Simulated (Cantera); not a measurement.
Standard-state values (1 bar) from the NASA 1993 polynomials, evaluated with Cantera. Values are per mole of reaction as written; species without (g) are pure solids or liquids, kept so even where they would boil at 1 bar.

Ca + 2 HF(g) = 2 H(g) + CaF2

```
T (K)  ΔH° (kJ)  ΔS° (J/K)  ΔG° (kJ)  log10 K  condensed phases
-----  --------  ---------  --------  -------  ----------------
1223        [?]        [?]       [?]      [?]    Ca(l), CaF2(s)
1423     -214.2      -48.3    -145.5     5.34    Ca(l), CaF2(s)
1623     -196.9      -36.7    -137.3     4.42    Ca(l), CaF2(s)
1823     -158.0      -13.8    -132.9     3.81    Ca(l), CaF2(l)
2023        [?]        [?]       [?]      [?]    Ca(l), CaF2(l)
2223        [?]        [?]       [?]      [?]    Ca(l), CaF2(l)
```

### Question
Fill in the missing entries.

### Answer

- 1223, ΔH° (kJ): -222.5
- 1223, ΔS° (J/K): -54.6
- 1223, ΔG° (kJ): -155.8
- 1223, log10 K: 6.65
- 2023, ΔH° (kJ): -150.8
- 2023, ΔS° (J/K): -10.0
- 2023, ΔG° (kJ): -130.5
- 2023, log10 K: 3.37
- 2223, ΔH° (kJ): -143.8
- 2223, ΔS° (J/K): -6.7
- 2223, ΔG° (kJ): -128.9
- 2223, log10 K: 3.03
